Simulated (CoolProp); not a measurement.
Vapour-liquid equilibrium of ethylene (1) + propane (2) at 0.639 MPa; x and y are mole fractions of (1).

The numbers come from the multi-fluid Helmholtz-energy mixture model, Smukala 2000 and Lemmon 2009; pair parameters Bell 2016 in CoolProp.

```json
[
 {"x": "0.05", "bubble temperature (°C)": "0.7", "y at the bubble point": "0.251", "dew temperature at overall composition x (°C)": "8.4", "liquid density (mol/L)": "12.09"},
 {"x": "0.2", "bubble temperature (°C)": "-21.9", "y at the bubble point": "0.679", "dew temperature at overall composition x (°C)": "2.8", "liquid density (mol/L)": "13.23"},
 {"x": "0.35", "bubble temperature (°C)": "-36.6", "y at the bubble point": "0.844", "dew temperature at overall composition x (°C)": "-3.6", "liquid density (mol/L)": "14.21"},
 {"x": "0.5", "bubble temperature (°C)": "-46.3", "y at the bubble point": "0.917", "dew temperature at overall composition x (°C)": "-10.9", "liquid density (mol/L)": "15.11"},
 {"x": "0.65", "bubble temperature (°C)": "-53.2", "y at the bubble point": "0.955", "dew temperature at overall composition x (°C)": "-19.9", "liquid density (mol/L)": "15.97"},
 {"x": "0.8", "bubble temperature (°C)": "-58.6", "y at the bubble point": "0.978", "dew temperature at overall composition x (°C)": "-32.0", "liquid density (mol/L)": "16.85"},
 {"x": "0.95", "bubble temperature (°C)": "-63.1", "y at the bubble point": "0.995", "dew temperature at overall composition x (°C)": "-52.3", "liquid density (mol/L)": "17.75"}
]
```

No azeotrope shows between x = 0.05 and 0.95.

The pair parameters rest on a limited set of measurements; away from them the model extrapolates.
